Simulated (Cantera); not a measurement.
Charge: 1 mol SrCl2, a varied amount of H2, held at 1950 K and 1.50 Pa.

These are equilibrium values from Cantera (NASA tables, ideal gas, pure condensed phases), not measurements of a reactor. Candidate condensed phases: Sr, SrCl2; 8 gas species. Kinetics and transport are ignored.

At 7.9 mol H2, list the 7 most abundant gas species with their mole fractions, and the condensed phases.

H2 0.612, H 0.232, SrCl2 0.0558, HCl 0.0477, Sr 0.0219, SrCl 0.0174, Cl 0.0135. Condensed: gas only.
